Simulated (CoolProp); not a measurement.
Saturated liquid density (kg/m³) of propylene: the reference equation beside estimates from Tc = 364.2 K, pc = 45.55 bar, ω = 0.146. Rackett uses Z = 0.29056 − 0.08775 ω.

Model: reference Helmholtz-energy equation of state, Lemmon 2013, in CoolProp.

| T (K) | reference | Rackett | van der Waals | Redlich-Kwong |
|---|---|---|---|---|
| 183.3 | 660.1 | 650.5 | 414.2 | 614.9 |
| 197.8 | 643.3 | 634.6 | 404.7 | 599.1 |
| 212.3 | 626.2 | 618.1 | 394.7 | 582.0 |
| 226.7 | 608.6 | 601.1 | 384.1 | 563.8 |
| 241.2 | 590.2 | 583.1 | 372.8 | 544.1 |
| 255.7 | 570.9 | 564.1 | 360.6 | 522.6 |
| 270.2 | 550.5 | 543.9 | 347.5 | 499.3 |
| 284.7 | 528.5 | 522.3 | 333.3 | 473.6 |
| 299.2 | 504.5 | 498.6 | 317.5 | 445.2 |

Absolute difference from the reference over all 9 rows, mean and median: Rackett 1.3 and 1.2 %, van der Waals 37.0 and 36.9 %, Redlich-Kwong 8.4 and 7.8 %.
